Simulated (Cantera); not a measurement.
## Tantalum, niobium, vanadium and zirconium in process gases: V + N₂O + N₂

Charge: 1 mol V, 0.14 mol N₂O, 1.4 mol N₂, at 1.33 mbar.

Equilibrium computed with Cantera from the NASA thermochemical tables; the gas is ideal and each condensed phase is pure. Candidate condensed phases: V, VN, VO, V₂O₃, V₂O₄, V₂O₅; 13 gas species. Mutual solubility and eutectic melting of coexisting phases are not modelled. VN, VO: taken at fixed stoichiometry. Condensed phases not in the tables: the oxides between V₂O₃ and V₂O₅ other than VO₂, solid solutions among these carbides, nitrides and lower oxides, V₂N. Rates play no part.

| T (K) | x N₂ | x VO | x V | x VO₂ | n VN(s) | n V₂O₃(s) | n VO(s) |
|---|---|---|---|---|---|---|---|
| 1123 | 1.00 | <1e-12 | <1e-12 | <1e-12 | 0.907 | 0.0467 | 0 |
| 1173 | 1.00 | <1e-12 | <1e-12 | 3.35e-12 | 0.907 | 0.0467 | 0 |
| 1223 | 1.00 | 1.71e-12 | <1e-12 | 2.58e-11 | 0.907 | 0.0467 | 0 |
| 1273 | 1.00 | 1.65e-11 | <1e-12 | 1.69e-10 | 0.907 | 0.0467 | 0 |
| 1323 | 1.00 | 1.29e-10 | <1e-12 | 8.88e-10 | 0.860 | 0 | 0.140 |
| 1373 | 1.00 | 7.62e-10 | 5.91e-12 | 3.19e-9 | 0.860 | 0 | 0.140 |
| 1423 | 1.00 | 3.95e-9 | 5.44e-11 | 1.04e-8 | 0.860 | 0 | 0.140 |
| 1473 | 1.00 | 1.82e-8 | 4.30e-10 | 3.12e-8 | 0.860 | 0 | 0.140 |
| 1523 | 1.00 | 7.59e-8 | 2.96e-9 | 8.67e-8 | 0.860 | 0 | 0.140 |
| 1573 | 1.000 | 2.87e-7 | 1.80e-8 | 2.25e-7 | 0.860 | 0 | 0.140 |
| 1623 | 1.000 | 9.97e-7 | 9.76e-8 | 5.46e-7 | 0.860 | 0 | 0.140 |
| 1673 | 1.000 | 3.20e-6 | 4.78e-7 | 1.25e-6 | 0.860 | 0 | 0.140 |
| 1723 | 1.000 | 9.58e-6 | 2.13e-6 | 2.73e-6 | 0.860 | 0 | 0.140 |
| 1773 | 1.000 | 2.69e-5 | 8.70e-6 | 5.65e-6 | 0.860 | 0 | 0.140 |
x: gas mole fraction; n: condensed amount in mol.

From 1123 K to 1273 K the condensed part is VN(s) + V₂O₃(s). From 1323 K to 1773 K the condensed part is VN(s) + VO(s).
